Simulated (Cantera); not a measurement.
SiO2 + N2 (sublimation and decomposition of ceramics)

Charge: 1 mol SiO2, 0.055 mol N2, equilibrated at 47.0 Pa.

Equilibrium computed with Cantera from the NASA thermochemical tables; the gas is ideal and each condensed phase is pure. Candidate condensed phases: Si, SiO2, Si2N2O, Si3N4; 30 gas species. Ions and electrons are included (thermal ionisation). The tables' values for SiO2, SiN are old estimates; treat these amounts as uncertain. The tables hold silica as quartz up to 1696 K and as liquid above; real silica turns to tridymite and cristobalite and melts near 1996 K. Equilibrium is a limit: real reactors are often held back by kinetics, nucleation or transport.

| T (K) | x N2 | x O | x SiO | x Si | x O2 | x e- | x Si+ | x N | n SiO2(l) |
|---|---|---|---|---|---|---|---|---|---|
| 2000 | 0.964 | 0.00287 | 0.0219 | 9.42e-11 | 0.00866 | 1.99e-11 | <1e-12 | 4.09e-8 | 0.999 |
| 2500 | 0.0291 | 0.257 | 0.557 | 4.70e-7 | 0.148 | 8.51e-9 | 5.77e-10 | 2.30e-6 | 0 |
| 3000 | 0.0261 | 0.473 | 0.491 | 0.000156 | 0.00820 | 1.21e-6 | 1.16e-6 | 0.000104 | 0 |
| 3500 | 0.0252 | 0.493 | 0.464 | 0.0153 | 0.000470 | 0.000134 | 0.000134 | 0.00162 | 0 |
| 4000 | 0.0161 | 0.581 | 0.198 | 0.189 | 7.16e-5 | 0.00300 | 0.00300 | 0.0104 | 0 |
| 4500 | 0.00425 | 0.628 | 0.0207 | 0.288 | 1.50e-5 | 0.0158 | 0.0158 | 0.0271 | 0 |
| 5000 | 0.000460 | 0.612 | 0.00197 | 0.256 | 3.58e-6 | 0.0484 | 0.0484 | 0.0328 | 0 |
x: gas mole fraction; n: condensed amount in mol.

At 2000 K the condensed part is SiO2(l). From 2500 K to 5000 K nothing is condensed. The main Si-bearing gas is SiO at 2000 K and Si at 5000 K.
